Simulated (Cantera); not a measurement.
A perfectly stirred reactor is fed with 7.91 % CH₄, 92.0 % H₂, 0.0828 % N₂, at 11.3 Torr; it is held at 2750 K, and followed from long to short residence time.

Model: GRI-Mech 3.0 (53 species, 325 reactions), integrated in Cantera. GRI-Mech 3.0 stops at C3 and has no aromatics, soot or wall deposition, so with more carbon than oxygen in the feed, carbon stays in small species such as C2H2 where larger ones or solid carbon would form. Radical loss at walls, strong at low pressure, is not modelled.

x: mole fraction; the columns are a selection and need not sum to one.

```json
[
 {"τ (s)": "8.8", "x CH₄": "7.04e-7", "x H₂": "0.557", "x H": "0.413", "x CH₂": "1.11e-5", "x C₂H": "0.00225"},
 {"τ (s)": "4.3", "x CH₄": "8.04e-7", "x H₂": "0.563", "x H": "0.407", "x CH₂": "1.19e-5", "x C₂H": "0.00222"},
 {"τ (s)": "2.1", "x CH₄": "1.03e-6", "x H₂": "0.574", "x H": "0.396", "x CH₂": "1.36e-5", "x C₂H": "0.00214"},
 {"τ (s)": "1.0", "x CH₄": "?", "x H₂": "0.596", "x H": "0.374", "x CH₂": "?", "x C₂H": "0.00199"},
 {"τ (s)": "0.49", "x CH₄": "3.31e-6", "x H₂": "0.635", "x H": "0.334", "x CH₂": "2.44e-5", "x C₂H": "0.00173"},
 {"τ (s)": "0.24", "x CH₄": "9.93e-6", "x H₂": "0.698", "x H": "0.269", "x CH₂": "3.91e-5", "x C₂H": "0.00134"},
 {"τ (s)": "0.12", "x CH₄": "4.14e-5", "x H₂": "0.776", "x H": "0.190", "x CH₂": "6.60e-5", "x C₂H": "0.000904"},
 {"τ (s)": "0.057", "x CH₄": "0.000197", "x H₂": "0.844", "x H": "0.121", "x CH₂": "0.000107", "x C₂H": "0.000553"},
 {"τ (s)": "0.028", "x CH₄": "0.000629", "x H₂": "0.878", "x H": "0.0848", "x CH₂": "0.000151", "x C₂H": "0.000377"},
 {"τ (s)": "0.013", "x CH₄": "0.00164", "x H₂": "0.897", "x H": "0.0642", "x CH₂": "0.000206", "x C₂H": "0.000276"},
 {"τ (s)": "0.0066", "x CH₄": "?", "x H₂": "0.907", "x H": "?", "x CH₂": "?", "x C₂H": "?"}
]
```

Task: What belongs in the gaps?

Result: 
- 1.0, x CH₄: 1.61e-6
- 1.0, x CH₂: 1.72e-5
- 0.0066, x CH₄: 0.00334
- 0.0066, x H: 0.0531
- 0.0066, x CH₂: 0.000263
- 0.0066, x C₂H: 0.000218
